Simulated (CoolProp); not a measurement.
Vapour-liquid equilibrium of m-xylene (1) + n-decane (2) at 0.292 MPa; x and y are mole fractions of (1).

The numbers come from the multi-fluid Helmholtz-energy mixture model, Zhou 2012 and Lemmon 2006; pair parameters Bell 2016 in CoolProp.

### Question
Give the bubble temperature and the first vapour's composition at x = 0.425, 0.575, 0.65. Is there an azeotrope?

### Answer
x = 0.425: 474.9 K, y = 0.592; x = 0.575: 469.5 K, y = 0.728; x = 0.65: 467.0 K, y = 0.787. No azeotrope shows between x = 0.05 and 0.95.

The pair parameters rest on a limited set of measurements; away from them the model extrapolates.
